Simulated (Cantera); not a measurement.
**Stirred combustor or abatement burner**

A perfectly stirred reactor is fed with CH4 : CO : O2 : N2 = 1 : 0.73 : 1.58 : 9.62 (molar parts), equivalence ratio 1.5, at 0.450 bar; it is adiabatic with a 448 K inlet, and is followed from long to short residence time, starting on the burning branch (τ in s: 0.067, 0.031, 0.015, 0.0069, 0.0033, 0.0015, 0.00072, 0.00034, 0.00016, 7.5e-05, 3.5e-05, 1.6e-05, 7.7e-06).

Computed with Cantera and GRI-Mech 3.0 (53 species, 325 reactions).

```tsv
τ (s)	T (K)	x CH4	x CO	x O2	x H2	x H
0.067	1697	0.00120	0.0728	0.000999	0.0377	0.000443
0.031	1688	0.00124	0.0739	0.00153	0.0373	0.000620
0.015	1675	0.00135	0.0754	0.00234	0.0368	0.000837
0.0069	1651	0.00167	0.0779	0.00397	0.0358	0.00108
0.0033	448	0.0773	0.0565	0.122	<1e-12	<1e-12
0.0015	448	0.0773	0.0565	0.122	<1e-12	<1e-12
0.00072	448	0.0773	0.0565	0.122	<1e-12	<1e-12
0.00034	448	0.0773	0.0565	0.122	<1e-12	<1e-12
0.00016	448	0.0773	0.0565	0.122	<1e-12	<1e-12
7.5e-5	448	0.0773	0.0565	0.122	<1e-12	<1e-12
3.5e-5	448	0.0773	0.0565	0.122	<1e-12	<1e-12
1.6e-5	448	0.0773	0.0565	0.122	<1e-12	<1e-12
7.7e-6	448	0.0773	0.0565	0.122	<1e-12	<1e-12
```
x: mole fraction; the columns are a selection and need not sum to one.
